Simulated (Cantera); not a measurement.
Input: 1 mol AlN, 13 mol Cl2, 2.4 mol O2, at 1325 K and 1.35 Torr.

These are equilibrium values from Cantera (NASA tables, ideal gas, pure condensed phases), not measurements of a reactor. Candidate condensed phases: Al, AlCl3, AlN, Al2O3; 24 gas species. Kinetics and transport are ignored.

Base state: Cl2 0.596, Cl 0.281, O2 0.0938, N2 0.0283, AlCl3 0.000408, ClO 0.000115, NO 5.89e-5 (mole fractions); condensed: Al2O3(s).

Q: What changes in the equilibrium state with this change: pressure from 1.35 Torr to 7.50 Torr?

A: 
```tsv
species	before	after
Cl2	0.596	0.735
Cl	0.281	0.132
O2	0.0938	0.102
N2	0.0283	0.0308
AlCl3	0.000408	0.000342
ClO	0.000115	0.000133
NO	5.89e-5	6.39e-5
Al2O3(s), mol	0.496	0.497
```
